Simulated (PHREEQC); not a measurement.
Dissolve 1.4 mol/kgw CaCl2 and 0.0066 mol/kgw Na2B4O7 at 25 °C. Closed to the air; pH follows from the charge balance.

Model: Pitzer model, pitzer.dat, run in PHREEQC.

**Question.** The ionic strength comes out as 4.19 mol/kgw. What activity coefficients do Cl-, Na+, B3O3(OH)4-, CaB(OH)4+, OH- get?

**Answer.** Cl- 0.58, Na+ 1.2, B3O3(OH)4- 0.29, CaB(OH)4+ 1.0, OH- 0.055. Single-ion values are on the MacInnes scale.

Precipitation was switched off in this run. Species that the database lacks are ignored. In brines, pH and single-ion activities rest on the MacInnes convention.
